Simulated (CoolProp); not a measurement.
Vapour-liquid equilibrium of cyclohexane (1) + n-nonane (2) at 18.6 kPa; x and y are mole fractions of (1).

Computed with CoolProp (multi-fluid Helmholtz-energy mixture model, Zhou 2014 and Lemmon 2006; pair parameters Bell 2016).

Problem. Give the bubble temperature and the first vapour's composition at x = 0.2, 0.35, 0.8. Is there an azeotrope?

Solution. x = 0.2: 68.4 °C, y = 0.742; x = 0.35: 57.4 °C, y = 0.872; x = 0.8: 38.4 °C, y = 0.986. No azeotrope shows between x = 0.05 and 0.95.

Pair parameters are fitted to limited data, so mixtures are less certain than the pure fluids. The gap from Raoult's law changes sign with composition, which may be real or a fault of the pair parameters; it wasn't checked against measurements.
